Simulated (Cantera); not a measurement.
What does this Cantera script print?

```python
import numpy as np
import cantera as ct

gas = ct.Solution("gri30.yaml")
gas.TPX = 750, 500000, {'H2': 1, 'O2': 0.806, 'N2': 3.03}
inlet = ct.Reservoir(gas, clone=True)
gas.equilibrate("HP")  # start burning
reactor = ct.IdealGasConstPressureReactor(gas, energy="on", clone=False)
exhaust = ct.Reservoir(gas, clone=True)
tau = [0.021, 0.011, 0.0054, 0.0027, 0.0014, 0.00069, 0.00035, 0.00018, 8.9e-05, 4.5e-05, 2.3e-05][0]
for a, b in ((inlet, reactor), (reactor, exhaust)):
    ct.MassFlowController(a, b, mdot=lambda t: reactor.mass / tau)
net = ct.ReactorNet([reactor])
show = ['H2', 'O2', 'NO', 'H', 'H2O2']

rows = []
print(f"{'tau/s':>10s}{'T/K':>9s}" + "".join(f"{s:>11s}" for s in show))
for tau in [0.021, 0.011, 0.0054, 0.0027, 0.0014, 0.00069, 0.00035, 0.00018, 8.9e-05, 4.5e-05, 2.3e-05]:
    net.initial_time = 0.0
    net.advance(30 * tau)
    before = gas.X
    net.advance(40 * tau)
    drift = np.max(np.abs(gas.X - before) / (gas.X + 1e-9))
    rows.append([gas.T, *gas[show].X, drift])
    print(f"{tau:10.3e}{gas.T:9.1f}" + "".join(f"{x:11.3e}" for x in gas[show].X))
```

Result:

```
     tau/s      T/K         H2         O2         NO          H       H2O2
 2.100e-02   2235.9  6.070e-04  6.863e-02  1.592e-03  8.117e-05  5.044e-07
 1.100e-02   2236.3  6.521e-04  6.893e-02  9.478e-04  8.883e-05  5.110e-07
 5.400e-03   2235.4  7.424e-04  6.910e-02  5.330e-04  1.046e-04  5.212e-07
 2.700e-03   2232.6  9.060e-04  6.915e-02  3.170e-04  1.356e-04  5.393e-07
 1.400e-03   2227.4  1.179e-03  6.911e-02  2.069e-04  1.941e-04  5.720e-07
 6.900e-04   2217.8  1.680e-03  6.901e-02  1.410e-04  3.212e-04  6.362e-07
 3.500e-04   2203.3  2.462e-03  6.889e-02  1.027e-04  5.645e-04  7.376e-07
 1.800e-04   2181.9  3.637e-03  6.880e-02  7.706e-05  1.018e-03  8.828e-07
 8.900e-05   2148.7  5.481e-03  6.883e-02  5.813e-05  1.912e-03  1.093e-06
 4.500e-05   2102.8  8.023e-03  6.913e-02  4.656e-05  3.453e-03  1.366e-06
 2.300e-05   2041.0  1.142e-02  6.989e-02  4.020e-05  5.952e-03  1.733e-06
```

Detailed kinetics in Cantera: GRI-Mech 3.0 (53 species, 325 reactions). The hydrogen kinetics of GRI-Mech 3.0 are dated; newer H2 mechanisms differ, most at raised pressure.
